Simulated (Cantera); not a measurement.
Cantera run:

```python
import numpy as np
import cantera as ct

gas_names = """
    PbCL2 H2O2 HCL PbO H2O O3
""".split()
cond_names = """
    Pb(cr) Pb(L)
""".split()


def load(file, names, dense=False):
    # The tables refer to 1 bar. Condensed volumes are neglected.
    table = {s.name: s for s in ct.Species.list_from_file(file)}
    out = []
    for n in names:
        d = dict(table[n].input_data)
        d["thermo"] = dict(d["thermo"], **{"reference-pressure": 1e5})
        if dense:
            d["equation-of-state"] = {"model": "constant-volume", "density": "1e6 g/cm^3"}
        out.append(ct.Species.from_dict(d))
    return out


species = {s.name: s for s in load("nasa_gas.yaml", gas_names) + load("nasa_condensed.yaml", cond_names)}
# Each term lists the table entries of one substance; the one whose range holds T is used.
reactions = {
    'PbCl2(g) + Pb + H2O2(g) = 2 HCl(g) + 2 PbO(g)':
        [(-1, ['PbCL2']), (-1, ['Pb(cr)', 'Pb(L)']), (-1, ['H2O2']), (2, ['HCL']), (2, ['PbO'])],
    '3 PbCl2(g) + 3 H2O(g) = 3 Pb + O3(g) + 6 HCl(g)':
        [(-3, ['PbCL2']), (-3, ['H2O']), (3, ['Pb(cr)', 'Pb(L)']), (1, ['O3']), (6, ['HCL'])],
}


def pick(names, T):
    return next(species[n] for n in names if species[n].thermo.min_temp <= T <= species[n].thermo.max_temp)


results = []
for label, terms in reactions.items():
    print(label)
    print("     T/K   dH/kJ  dS/(J/K)   dG/kJ   log10 K")
    for T in [2023, 2048, 2073, 2098, 2123, 2148, 2173, 2198, 2223, 2248, 2273]:
        used = [(nu, pick(names, T)) for nu, names in terms]
        dH = sum(nu * s.thermo.h(T) for nu, s in used) / 1e6
        dS = sum(nu * s.thermo.s(T) for nu, s in used) / 1e3
        dG = dH - T * dS / 1e3
        logK = -dG * 1e6 / (ct.gas_constant * T * np.log(10))
        results.append((label, T, dH, dS, dG, logK, [s.name for _, s in used]))
        print(f"{T:8g} {dH:8.1f} {dS:8.1f} {dG:8.1f} {logK:8.2f}")
```

Output:

```
PbCl2(g) + Pb + H2O2(g) = 2 HCl(g) + 2 PbO(g)
     T/K   dH/kJ  dS/(J/K)   dG/kJ   log10 K
    2023    242.0    210.9   -184.6     4.77
    2048    241.7    210.7   -189.8     4.84
    2073    241.3    210.5   -195.1     4.92
    2098    241.0    210.4   -200.4     4.99
    2123    240.6    210.2   -205.6     5.06
    2148    240.3    210.0   -210.9     5.13
    2173    239.9    209.9   -216.1     5.20
    2198    239.6    209.7   -221.4     5.26
    2223    239.2    209.5   -226.6     5.32
    2248    238.8    209.4   -231.9     5.39
    2273    238.5    209.2   -237.1     5.45
3 PbCl2(g) + 3 H2O(g) = 3 Pb + O3(g) + 6 HCl(g)
     T/K   dH/kJ  dS/(J/K)   dG/kJ   log10 K
    2023    909.4    125.5    655.4   -16.92
    2048    910.3    126.0    652.3   -16.64
    2073    911.3    126.5    649.1   -16.36
    2098    912.3    127.0    646.0   -16.08
    2123    913.4    127.4    642.8   -15.82
    2148    914.4    127.9    639.6   -15.55
    2173    915.5    128.4    636.4   -15.30
    2198    916.5    128.9    633.2   -15.05
    2223    917.6    129.4    630.0   -14.80
    2248    918.7    129.9    626.7   -14.56
    2273    919.8    130.4    623.5   -14.33
```

Standard-state values (1 bar) from the NASA 1993 polynomials, evaluated with Cantera. Condensed species are held in their standard states even where they would react or evaporate.
